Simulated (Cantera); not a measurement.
Input: 1 mol CH3F, 0.077 mol F2, equilibrated at 61.0 mbar.

Method: chemical equilibrium by Gibbs-energy minimisation in Cantera with the NASA 1993 tables (ideal gas, pure condensed phases). Candidate condensed phases: C, C6H6, C7H8, C8H18; 95 gas species. Kinetics and transport are ignored.

**Question.** What share of the C ends up in condensed phases as a function of T (K), at 2425, 2475, 2525, 2575, 2625, 2675, 2725, 2775, 2825, 2875, 2925?

**Answer.** 
| T (K) | C condensed (%) | as |
|---|---|---|
| 2425 | 98.6 | C(graphite) |
| 2475 | 98.3 | C(graphite) |
| 2525 | 97.9 | C(graphite) |
| 2575 | 97.5 | C(graphite) |
| 2625 | 97.0 | C(graphite) |
| 2675 | 96.4 | C(graphite) |
| 2725 | 95.7 | C(graphite) |
| 2775 | 94.9 | C(graphite) |
| 2825 | 93.9 | C(graphite) |
| 2875 | 92.7 | C(graphite) |
| 2925 | 91.0 | C(graphite) |
